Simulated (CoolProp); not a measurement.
The numbers come from the reference Helmholtz-energy equation of state, Thol 2017 in CoolProp.

Problem. For octamethyltrisiloxane (MDM), give the phase and the Z, expansivity (1/kK) at 412.1 K and 68 bar; 525.4 K and 68 bar.

Solution. 
- 412.1 K and 68 bar: liquid; Z 0.657, expansivity 1.41
- 525.4 K and 68 bar: liquid; Z 0.622, expansivity 1.99
